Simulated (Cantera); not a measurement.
Input: 1 mol Al, 4.7 mol H2O, 17 mol N2, held at 69.0 Pa.

These are equilibrium values from Cantera (NASA tables, ideal gas, pure condensed phases), not measurements of a reactor. Candidate condensed phases: Al, AlN, Al2O3, H2O; 35 gas species. Kinetics and transport are ignored. All values below are at 1727 °C.

Base state: N2 0.775, H2O 0.140, H2 0.0644, H 0.0157, OH 0.00342, O 0.000610, O2 0.000573, NO 0.000397 (mole fractions); condensed: Al2O3(s).

Question: What changes in the equilibrium state with this change: pressure from 69.0 Pa to 14.0 mbar?

Answer: 
```json
[
 {"species": "N2", "before": "0.775", "after": "0.782"},
 {"species": "H2O", "before": "0.140", "after": "0.146"},
 {"species": "H2", "before": "0.0644", "after": "0.0677"},
 {"species": "H", "before": "0.0157", "after": "0.00358"},
 {"species": "O2", "before": "0.000573", "after": "2.77e-5"},
 {"species": "O", "before": "0.000610", "after": "2.98e-5"},
 {"species": "NO", "before": "0.000397", "after": "8.76e-5"},
 {"species": "OH", "before": "0.00342", "after": "0.000771"},
 {"species": "Al2O3(s), mol", "before": "0.500", "after": "0.500"}
]
```
